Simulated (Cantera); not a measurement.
Feed: 1 mol SO₂, 2.8 mol O₂, 1.8 mol H₂, equilibrated at 70.0 mbar.

Cantera equilibrium calculation (NASA polynomials, part measured and part estimated; ideal gas, pure solids and liquids). Candidate condensed phases: H₂O, H₂SO₄, S; 19 gas species. Kinetics and transport are ignored.

Question: At 1723 K, list the 7 most abundant gas species with their mole fractions, and the condensed phases.

Answer: O₂ 0.403, H₂O 0.382, SO₂ 0.212, OH 0.00190, SO₃ 0.000497, O 0.000136, H₂ 5.79e-5. Condensed: gas only.
